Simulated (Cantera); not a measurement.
Feed: 1 mol Si, a varied amount of H2O, 66 mol N2, held at 1025 K and 0.133 bar.

Cantera equilibrium calculation (NASA polynomials, part measured and part estimated; ideal gas, pure solids and liquids). Candidate condensed phases: H2O, Si, SiO2, Si2N2O, Si3N4; 35 gas species. N2 is the only nitrogen source here; it is nearly inert below about 1500 K, so the nitride shown seldom forms there in practice. Mutual solubility and eutectic melting of coexisting phases are not modelled. Kinetics and transport are ignored.

Which condensed phases are stable at each of these points (n(H2O) (mol)): 0.42, 0.53, 0.67, 0.84, 1.1, 1.3, 1.7, 2.1?


```json
[
 {"n(H2O) (mol)": "0.42", "condensed phases": "Si2N2O(s) + Si3N4(s)", "Si condensed (%)": "100.0"},
 {"n(H2O) (mol)": "0.53", "condensed phases": "SiO2(β-quartz) + Si2N2O(s)", "Si condensed (%)": "100.0"},
 {"n(H2O) (mol)": "0.67", "condensed phases": "SiO2(β-quartz) + Si2N2O(s)", "Si condensed (%)": "100.0"},
 {"n(H2O) (mol)": "0.84", "condensed phases": "SiO2(β-quartz) + Si2N2O(s)", "Si condensed (%)": "100.0"},
 {"n(H2O) (mol)": "1.1", "condensed phases": "SiO2(β-quartz) + Si2N2O(s)", "Si condensed (%)": "100.0"},
 {"n(H2O) (mol)": "1.3", "condensed phases": "SiO2(β-quartz) + Si2N2O(s)", "Si condensed (%)": "100.0"},
 {"n(H2O) (mol)": "1.7", "condensed phases": "SiO2(β-quartz) + Si2N2O(s)", "Si condensed (%)": "100.0"},
 {"n(H2O) (mol)": "2.1", "condensed phases": "SiO2(β-quartz)", "Si condensed (%)": "100.0"}
]
```

At 0.42 mol H2O the condensed part is Si2N2O(s) + Si3N4(s). From 0.53 mol H2O to 1.7 mol H2O the condensed part is SiO2(β-quartz) + Si2N2O(s). At 2.1 mol H2O the condensed part is SiO2(β-quartz).
